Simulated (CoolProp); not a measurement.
Saturated liquid density (kg/m³) of CH2F2 (R32): the reference equation beside estimates from Tc = 78.1 °C, pc = 5.783 MPa, ω = 0.277. Rackett uses Z = 0.29056 − 0.08775 ω.

The numbers come from the reference Helmholtz-energy equation of state, Tillner-Roth 1997 in CoolProp.

```csv
T (°C),reference,Rackett,van der Waals,Soave-Redlich-Kwong
-67.45,1256,1082,641.1,975.8
-56.85,1227,1059,628.0,955.5
-46.15,1198,1034,614.2,933.5
-35.55,1167,1009,599.8,910.0
-24.85,1135,982.4,584.4,884.4
-14.25,1102,954.8,568.3,856.8
-3.55,1067,925.4,550.9,826.3
7.05,1030,894.5,532.4,793.2
17.75,990.3,861.0,512.1,756.2
28.35,946.8,824.8,490.1,715.2
39.05,897.7,784.1,465.2,668.2
49.75,840.7,737.2,436.6,613.3
60.35,770.7,680.0,402.2,547.1
```

Absolute difference from the reference over all 13 rows, mean and median: Rackett 13.1 and 13.3 %, van der Waals 48.4 and 48.4 %, Soave-Redlich-Kwong 23.7 and 22.6 %.
